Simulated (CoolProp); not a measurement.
Water along the isotherm 821.6 K: density (kg/m³) from the reference equation and from simpler models built on Tc = 647.1 K, pc = 220.6 bar, ω = 0.344; each cubic takes its own stable root.

Values from CoolProp's reference Helmholtz-energy equation of state, Wagner 2002.

```
p (bar)          phase  reference  ideal gas  van der Waals  Redlich-Kwong  Soave-Redlich-Kwong
-------  -------------  ---------  ---------  -------------  -------------  -------------------
83.3               gas      23.16      21.97          23.48          23.47                23.13
167                gas      49.28      44.04          50.90          50.63                48.93
250      supercritical      78.80      65.93          83.58          82.02                77.24
333      supercritical      112.8      87.82          124.1              ?                108.2
417      supercritical      152.4      110.0          173.0          160.4                    ?
500      supercritical      196.7      131.9          218.4          203.1                174.9
583      supercritical      244.7      153.7          252.1          242.6                207.2
667      supercritical      293.9      175.9          276.7          276.8                    ?
750      supercritical          ?      197.8          295.2          305.1                264.3
833      supercritical      380.4      219.7          310.0              ?                288.2
917      supercritical      416.3      241.8          322.4          349.5                309.6
1000     supercritical      447.0      263.7          332.9          367.2                328.5
```

### Question
Fill in the missing entries.

### Answer

- 333, Redlich-Kwong: 118.6
- 417, Soave-Redlich-Kwong: 141.5
- 667, Soave-Redlich-Kwong: 237.5
- 750, reference: 339.6
- 833, Redlich-Kwong: 328.9
